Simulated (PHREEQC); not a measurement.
Acid mine or pickling water

Synthetic water in mmol/kgw, 75 °C, pH 2.55, pe 9.6:

```tsv
constituent	mmol/kgw
Na	3.13
K	5.55
Ca	2.83
Mg	3.38
Cl	5.59
S(6)	10.2
Pb	0.34
```

Valence states are taken as typed.

Model: ion-association model, phreeqc.dat, run in PHREEQC.

Each row changes one thing in this solution. No solid was allowed to form.

| case | ionic strength (mol/kgw) | K+ (mol/kgw) | SO4-2 (mol/kgw) | HSO4- (mol/kgw) | Ca+2 (mol/kgw) | Mg+2 (mol/kgw) | SI of Gypsum (CaSO4:2H2O) | SI of Anglesite (PbSO4) |
|---|---|---|---|---|---|---|---|---|
| as made | 0.0279 | 0.00536 | 0.00477 | 0.00280 | 0.00215 | 0.00179 | -0.86 | +0.87 |
| all concentrations times 2 at the same typed pH | ___ | 0.0105 | 0.00920 | 0.00474 | 0.00394 | 0.00305 | -0.46 | +1.21 |
| temperature from 75 to 40 °C at the same typed pH | 0.0310 | 0.00539 | 0.00635 | 0.00150 | ___ | 0.00213 | -0.85 | +1.14 |

Q: Fill in the missing entries.

A: 
- all concentrations times 2 at the same typed pH, ionic strength (mol/kgw): 0.0513
- temperature from 75 to 40 °C at the same typed pH, Ca+2 (mol/kgw): 0.00210

Some of these states are supersaturated (in Anglesite, for instance). Away from 25 °C the constants follow the database's enthalpies or fits; those with neither stay at their 25 °C values.
